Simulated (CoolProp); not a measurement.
Vapour-liquid equilibrium of dimethyl carbonate (1) + n-heptane (2) at 125 kPa; x and y are mole fractions of (1).

Model: multi-fluid Helmholtz-energy mixture model, Zhou 2011 and Span 2003; pair parameters Bell 2016, in CoolProp.

| x | bubble temperature (°C) | y at the bubble point | dew temperature at overall composition x (°C) | liquid density (mol/L) |
|---|---|---|---|---|
| 0.05 | 100.9 | [?] | 104.3 | 6.228 |
| 0.2 | 93.0 | 0.413 | [?] | [?] |
| 0.35 | 90.0 | 0.519 | [?] | [?] |
| 0.5 | 89.0 | 0.576 | 90.5 | 7.841 |
| 0.65 | 88.8 | 0.622 | 89.0 | [?] |
| 0.8 | 89.6 | [?] | 92.0 | 9.389 |
| 0.95 | [?] | 0.866 | 95.6 | 10.36 |

**Question.** Fill in the missing entries.

**Answer.** 
- 0.05, y at the bubble point: 0.163
- 0.2, dew temperature at overall composition x (°C): 99.7
- 0.2, liquid density (mol/L): 6.720
- 0.35, dew temperature at overall composition x (°C): 95.0
- 0.35, liquid density (mol/L): 7.243
- 0.65, liquid density (mol/L): 8.548
- 0.8, y at the bubble point: 0.689
- 0.95, bubble temperature (°C): 93.6

y crosses x between x = 0.5 and 0.65: the model has an azeotrope there.

Pair parameters are fitted to limited data, so mixtures are less certain than the pure fluids.
